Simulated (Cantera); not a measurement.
Feed: 1 mol BaF2, 0.26 mol H2, 0.11 mol N2, at 1727 °C and 0.0133 bar.

Equilibrium computed with Cantera from the NASA thermochemical tables; the gas is ideal and each condensed phase is pure. Candidate condensed phases: Ba, BaF2; 24 gas species. Rates play no part.

Base state: BaF2 0.659, H2 0.157, N2 0.0780, HF 0.0504, BaF 0.0500, H 0.00557, Ba 0.000159 (mole fractions); condensed: gas only.

**Question.** What changes in the equilibrium state with this change: BaF2 replaced by NaI?

**Answer.** 
```csv
species,before,after
NaI,0,0.476
H2,0.157,0.157
Na,0,0.146
BaF2,0.659,0
I,0,0.142
HF,0.0504,0
BaF,0.0500,0
N2,0.0780,0.0685
HI,0,0.00392
Ba,0.000159,0
NaH,0,4.93e-5
```
Gases not in the tables: NaBr and NaI dimers. Further candidate phases: I2, Na, NaI.
